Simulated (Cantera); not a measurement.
Input (Python, Cantera):

```python
import numpy as np
import cantera as ct

gas = ct.Solution("gri30.yaml", transport_model="mixture-averaged")
show = ['CH4', 'NO', 'H']

rows = []
print(f"{'T/K':>7s}{'rho':>11s}{'cp':>10s}{'mu':>11s}{'lambda':>11s}{'Pr':>7s}" + "".join(f"{'D_' + s:>11s}" for s in show))
for T in [400, 500, 600, 700, 800, 900, 1000, 1100, 1200]:
    gas.TPX = T, 44, {'C2H6': 0.16}
    Pr = gas.cp_mass * gas.viscosity / gas.thermal_conductivity
    D = [gas.mix_diff_coeffs_mole[gas.species_index(s)] for s in show]
    rows.append([gas.density, gas.cp_mass, gas.viscosity, gas.thermal_conductivity, Pr, *D])
    print(f"{T:7g}{gas.density:11.4e}{gas.cp_mass:10.1f}{gas.viscosity:11.4e}"
          f"{gas.thermal_conductivity:11.4e}{Pr:7.3f}" + "".join(f"{d:11.4e}" for d in D))
print("SI units: kg/m3, J/kg/K, Pa s, W/m/K, m2/s")
```

Output:

```
    T/K        rho        cp         mu     lambda     Pr      D_CH4       D_NO        D_H
    400 3.9782e-04    2166.5 1.2323e-05 3.5590e-02  0.750 6.2012e-02 5.6612e-02 3.2466e-01
    500 3.1826e-04    2585.3 1.4995e-05 5.1718e-02  0.750 9.2867e-02 8.4157e-02 4.8646e-01
    600 2.6522e-04    2972.3 1.7444e-05 6.9019e-02  0.751 1.2833e-01 1.1570e-01 6.7247e-01
    700 2.2733e-04    3308.0 1.9713e-05 8.6786e-02  0.751 1.6804e-01 1.5096e-01 8.8082e-01
    800 1.9891e-04    3590.7 2.1836e-05 1.0464e-01  0.749 2.1174e-01 1.8971e-01 1.1101e+00
    900 1.7681e-04    3836.7 2.3838e-05 1.2235e-01  0.748 2.5920e-01 2.3177e-01 1.3592e+00
   1000 1.5913e-04    4080.0 2.5738e-05 1.3980e-01  0.751 3.1026e-01 2.7699e-01 1.6271e+00
   1100 1.4466e-04    4275.7 2.7550e-05 1.5691e-01  0.751 3.6477e-01 3.2525e-01 1.9131e+00
   1200 1.3261e-04    4448.8 2.9288e-05 1.7363e-01  0.750 4.2260e-01 3.7644e-01 2.2166e+00
SI units: kg/m3, J/kg/K, Pa s, W/m/K, m2/s
```

Detailed kinetics in Cantera: GRI-Mech 3.0 (53 species, 325 reactions). The composition is frozen, though it would react at the higher temperatures.
